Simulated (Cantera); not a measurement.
Charge: 1 mol Si3N4, 0.27 mol N2O, 19 mol H2, equilibrated at 10.0 mbar.

Equilibrium computed with Cantera from the NASA thermochemical tables; the gas is ideal and each condensed phase is pure. Candidate condensed phases: H2O, Si, SiO2, Si2N2O, Si3N4; 35 gas species. Mutual solubility and eutectic melting of coexisting phases are not modelled. Gases not in the tables: Si2H6 and higher silanes. Rates play no part.

### Question
At 1427 °C, list the 6 most abundant gas species with their mole fractions, and the condensed phases.

### Answer
H2 0.886, N2 0.103, SiO 0.00935, H 0.00139, Si 6.79e-5, SiH2 1.26e-5. Condensed: Si(l) + Si2N2O(s).
